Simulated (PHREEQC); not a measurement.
Consider water at 25 °C with 1.8 mmol/kgw CdCl2, 89 mmol/kgw NiCl2, 9.8 mmol/kgw H2SO4 and 1.2 mmol/kgw NaCl. Closed to the air; pH follows from the charge balance.

All values are PHREEQC results (ion-association model, wateq4f.dat), not measurements.

pH: 1.86
ionic strength: 0.255 mol/kgw
total alkalinity: -19.6 meq/kg

```csv
species,molality,activity,log γ
Cl-,0.167,0.116,-0.159
Ni+2,0.0738,0.0219,-0.528
H+,0.0177,0.0139,-0.103
NiCl+,0.00863,0.00636,-0.132
NiSO4,0.00406,0.00431,0.025
SO4-2,0.00378,0.00101,-0.573
```

This is a speciation only: nothing precipitates in the calculation.
